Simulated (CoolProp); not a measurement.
Vapour pressure (MPa) of toluene: the reference equation beside estimates from Tc = 318.6 °C, pc = 4.126 MPa, ω = 0.266. Clausius-Clapeyron is anchored at 219.55 °C with a constant enthalpy of vaporisation of 24.94 kJ/mol.

Model: reference Helmholtz-energy equation of state, Lemmon 2006, in CoolProp. It is a short technical equation, of lower accuracy than the large ones.

```csv
T (°C),reference,Lee-Kesler,Clausius-Clapeyron,van der Waals,Redlich-Kwong,Peng-Robinson
180.65,0.5238,0.5284,0.6208,1.297,0.7453,0.5235
187.15,0.5931,0.5987,0.6815,1.388,0.8284,0.5933
193.55,0.6678,___,0.7453,1.480,0.9162,0.6687
200.05,0.7508,___,___,1.579,1.012,0.7524
206.55,0.8412,0.8500,0.8871,1.681,1.114,0.8438
213.05,0.9396,0.9494,0.9645,1.788,1.223,0.9434
219.55,1.046,1.057,1.046,1.898,1.339,1.051
226.05,1.162,___,1.133,2.013,1.463,1.169
232.45,1.285,1.297,1.222,2.130,1.592,1.293
238.95,1.419,1.432,1.318,2.253,1.730,1.430
245.45,1.564,1.578,___,2.381,1.877,1.577
251.95,1.719,1.734,1.523,2.513,2.032,1.735
258.45,1.887,1.901,1.634,2.649,2.194,1.905
```

**Question.** What belongs in the gaps?

**Answer.** 
- 193.55, Lee-Kesler: 0.6745
- 200.05, Lee-Kesler: 0.7585
- 200.05, Clausius-Clapeyron: 0.8141
- 226.05, Lee-Kesler: 1.174
- 245.45, Clausius-Clapeyron: 1.418

Absolute difference from the reference over all 13 rows, mean and median: Lee-Kesler 1.0 and 0.9 %, Clausius-Clapeyron 8.5 and 8.4 %, van der Waals 86.3 and 81.5 %, Redlich-Kwong 28.5 and 28.0 %, Peng-Robinson 0.5 and 0.5 %.
